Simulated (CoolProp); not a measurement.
Saturated liquid density (kg/m³) of propyne: the reference equation beside estimates from Tc = 402.7 K, pc = 5.658 MPa, ω = 0.204. Rackett uses Z = 0.29056 − 0.08775 ω.

The numbers come from the reference Helmholtz-energy equation of state, Polt 1992 in CoolProp. This equation is an older, rougher fit; its heat capacities, sound speeds and derivatives of the liquid may be far off and weren't checked against measurements.

```csv
T (K),reference,Rackett,van der Waals,Redlich-Kwong,Soave-Redlich-Kwong,Peng-Robinson
317.4,579.4,571.7,353.8,501.8,520.7,?
324.6,566.8,559.9,346.3,?,507.3,575.7
331.9,553.6,547.5,338.3,474.0,492.9,559.4
339.1,?,?,330.0,459.0,477.7,?
346.4,525.3,520.7,321.1,443.0,?,523.3
353.6,509.9,506.1,311.7,426.1,443.8,503.1
360.9,493.1,?,301.4,407.6,424.6,480.9
368.1,474.8,473.0,290.3,387.9,403.8,456.6
375.4,454.1,453.4,277.8,365.8,380.3,429.1
382.6,430.2,431.1,263.8,341.2,353.9,398.0
389.9,400.2,403.3,246.7,311.6,321.9,360.1
```

Complete the blanks.


- 317.4, Peng-Robinson: 590.9
- 324.6, Redlich-Kwong: 488.3
- 339.1, reference: 539.9
- 339.1, Rackett: 534.6
- 339.1, Peng-Robinson: 542.1
- 346.4, Soave-Redlich-Kwong: 461.3
- 360.9, Rackett: 490.2

Absolute difference from the reference over all 11 rows, mean and median: Rackett 0.8 and 0.8 %, van der Waals 38.8 and 38.9 %, Redlich-Kwong 17.0 and 16.4 %, Soave-Redlich-Kwong 13.7 and 13.0 %, Peng-Robinson 3.3 and 2.0 %.
